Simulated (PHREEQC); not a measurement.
A solution holds 9.6 mmol/kgw HF, 1.5 mmol/kgw NaF and 0.43 mmol/kgw HCl, at 30 °C. Closed to the air; pH follows from the charge balance.

The numbers come from PHREEQC with the ion-association model, wateq4f.dat.

```tsv
quantity	before	after
pH	2.75	2.63
ionic strength (mol/kgw)	0.00338	0.00248
F- (mol/kgw)	0.00286	0.00199
H2F2 (mol/kgw)	0.000132	0.000115
HF2- (mol/kgw)	8.87e-5	5.75e-5
```

**Question.** What was changed between the two runs?
(A) temperature from 30 to 25 °C
(B) HF from 0.0096 to 0.00864 mol/kgw
(C) HCl from 0.00043 to 0.000645 mol/kgw
(D) NaF left out
(E) HCl replaced by FeCl3 at the same molality

**Answer.** D, NaF left out

No solid was allowed to form.
